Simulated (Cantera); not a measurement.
Cantera run:

```python
import numpy as np
import cantera as ct

gas_names = """
    H HO2 H2 H2O H2O2 Hg O OH O2 O3
""".split()
cond_names = """
    H2O(s) H2O(L) Hg(cr) Hg(L) HgO(s)
""".split()


def load(file, names, dense=False):
    # The tables refer to 1 bar. Condensed volumes are neglected.
    table = {s.name: s for s in ct.Species.list_from_file(file)}
    out = []
    for n in names:
        d = dict(table[n].input_data)
        d["thermo"] = dict(d["thermo"], **{"reference-pressure": 1e5})
        if dense:
            d["equation-of-state"] = {"model": "constant-volume", "density": "1e6 g/cm^3"}
        out.append(ct.Species.from_dict(d))
    return out


gas = ct.Solution(thermo="ideal-gas", species=load("nasa_gas.yaml", gas_names))
cond = {s.name: ct.Solution(thermo="fixed-stoichiometry", species=[s], name=s.name)
        for s in load("nasa_condensed.yaml", cond_names, dense=True)}
atoms = {
    'HgO': {'Hg': 1, 'O': 1},
    'H2': {'H': 2},
    'O2': {'O': 2},
}
top_T = {}  # K; cautious upper limits of use, not melting points


def equilibrate(T, P, feed):
    n = {}
    for name, mol in feed.items():
        for a, k in atoms[name].items():
            n[a] = n.get(a, 0.0) + k * mol
    gas.TPX = T, P, n
    mass = sum(n.values()) * gas.mean_molecular_weight
    gas.equilibrate("TP")
    valid = [c for c in cond.values() if c.min_temp <= T <= top_T.get(c.name, c.max_temp)]
    mix = ct.Mixture([(gas, mass / gas.mean_molecular_weight)] + [(c, 0.0) for c in valid])
    mix.T, mix.P = T, P
    mix.equilibrate("TP", solver="vcs", rtol=1e-11, max_steps=5000)
    return mix


results = []
feed = {'HgO': 1, 'H2': 13, 'O2': 1.4}  # mol
T = 998.15  # K
P = 28  # Pa
mix = equilibrate(T, P, feed)
results.append((T, P, feed, dict(zip(mix.species_names, mix.species_moles))))
x = sorted(zip(gas.X, gas.species_names), reverse=True)
print(f"T = {T:g} K  P = {P:g} Pa  gas = {mix.phase_moles(0):.4g} mol")
print("   x: " + "  ".join(f"{s} {v:.3e}" for v, s in x if v > 1e-06))
print("   condensed (mol): " + ("  ".join(f"{mix.phase(i).name} {mix.phase_moles(i):.4g}"
      for i in range(1, mix.n_phases) if mix.phase_moles(i) > 1e-12) or "none"))
```

Output:

```
T = 998.15 K  P = 28 Pa  gas = 14 mol
   x: H2 6.571e-01  H2O 2.714e-01  Hg 7.143e-02
   condensed (mol): none
```

Equilibrium computed with Cantera from the NASA thermochemical tables; the gas is ideal and each condensed phase is pure.
